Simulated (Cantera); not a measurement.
A closed system holds: 1 mol AlCl3, 47 mol NH3, 40 mol H2, equilibrated at 1.00 bar.

Equilibrium computed with Cantera from the NASA thermochemical tables; the gas is ideal and each condensed phase is pure. Candidate condensed phases: Al, AlCl3, AlN, NH4Cl; 20 gas species. The tables' values for AlCl2 are old estimates; treat these amounts as uncertain. Rates play no part.

x: gas mole fraction; n: condensed amount in mol.

| T (K) | x H2 | x N2 | x HCl | x AlCl | x NH3 | x H | n AlN(s) |
|---|---|---|---|---|---|---|---|
| 650 | 0.804 | 0.169 | 0.0219 | <1e-12 | (withheld) | <1e-12 | 0.978 |
| 750 | 0.807 | 0.170 | 0.0216 | <1e-12 | (withheld) | <1e-12 | 0.973 |
| 850 | 0.807 | 0.170 | 0.0215 | <1e-12 | (withheld) | 1.84e-11 | 0.965 |
| 950 | 0.808 | 0.170 | 0.0213 | 3.03e-12 | (withheld) | 5.00e-10 | 0.958 |
| 1050 | 0.808 | 0.171 | 0.0211 | 2.16e-10 | (withheld) | 7.29e-9 | 0.951 |
| 1150 | 0.808 | 0.171 | 0.0210 | 7.23e-9 | (withheld) | 6.71e-8 | 0.945 |
| 1250 | 0.808 | 0.171 | 0.0209 | 1.37e-7 | (withheld) | 4.35e-7 | 0.939 |
| 1350 | 0.808 | 0.171 | 0.0207 | 1.66e-6 | (withheld) | 2.14e-6 | 0.933 |
| 1450 | 0.808 | 0.171 | 0.0206 | 1.41e-5 | (withheld) | 8.50e-6 | 0.924 |
| 1550 | 0.808 | 0.171 | 0.0203 | 8.99e-5 | (withheld) | 2.83e-5 | 0.904 |
| 1650 | 0.808 | 0.171 | 0.0198 | 0.000446 | (withheld) | 8.17e-5 | 0.839 |
| 1750 | 0.808 | 0.171 | 0.0182 | 0.00174 | (withheld) | 0.000209 | 0.644 |
| 1850 | 0.806 | 0.172 | 0.0149 | 0.00509 | (withheld) | 0.000484 | 0.183 |
| 1950 | 0.805 | 0.173 | 0.0140 | 0.00671 | (withheld) | 0.00103 | 0 |

Question: Some entries are withheld; supply them.

Answer: 
- 650, x NH3: 0.00554
- 750, x NH3: 0.00153
- 850, x NH3: 0.000556
- 950, x NH3: 0.000247
- 1050, x NH3: 0.000127
- 1150, x NH3: 7.31e-5
- 1250, x NH3: 4.58e-5
- 1350, x NH3: 3.07e-5
- 1450, x NH3: 2.17e-5
- 1550, x NH3: 1.61e-5
- 1650, x NH3: 1.23e-5
- 1750, x NH3: 9.76e-6
- 1850, x NH3: 7.93e-6
- 1950, x NH3: 6.57e-6
